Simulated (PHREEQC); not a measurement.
A solution holds 0.0048 mol NH4Cl, 0.0034 mol NaOH and 0.00023 mol NaCl per kg of water, at 25 °C. Closed to the air; pH follows from the charge balance.

Model: ion-association model, wateq4f.dat, run in PHREEQC.

| quantity | before | after |
|---|---|---|
| pH | 9.64 | 10.66 |
| NH4+ (mol/kgw) | 0.00145 | 0.000193 |
| SI of Halite (NaCl) | -6.39 | -6.22 |

Question: Name the change that produced these shifts.
A) NaCl replaced by Na2SO4 at the same molality
B) 0.00044 mol/kgw NaBF4 added
C) NaOH from 0.0034 to 0.0051 mol/kgw
D) NaOH from 0.0034 to 0.00306 mol/kgw
E) NaCl replaced by Na2SiF6 at the same molality

Answer: C, NaOH from 0.0034 to 0.0051 mol/kgw

Precipitation was switched off in this run.
